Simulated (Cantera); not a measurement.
Feed: 1 mol Si2Cl6, 0.86 mol Cl2, 210 mol N2, held at 1148 K and 0.490 bar.

Method: chemical equilibrium by Gibbs-energy minimisation in Cantera with the NASA 1993 tables (ideal gas, pure condensed phases). Candidate condensed phases: Si, Si3N4; 13 gas species. The feed counts by its element totals alone. N2 is the only nitrogen source here; it is nearly inert below about 1500 K, so the nitride shown seldom forms there in practice. The tables' values for SiCl3 are old estimates; treat these amounts as uncertain. Equilibrium is a limit: real reactors are often held back by kinetics, nucleation or transport.

Base state: N2 0.991, SiCl4 0.00907, SiCl3 4.71e-5 (mole fractions); condensed: Si3N4(s).

Q: What changes in the equilibrium state with this change: temperature from 1148 K to 1598.15 K?

A: 
| species | before | after |
|---|---|---|
| N2 | 0.991 | 0.990 |
| SiCl4 | 0.00907 | 0.00818 |
| SiCl3 | 4.71e-5 | 0.000969 |
| Cl | 4.52e-8 | 0.000213 |
| SiCl2 | 2.70e-6 | 0.000284 |
| Si3N4(s), mol | 0.0224 | 0 |
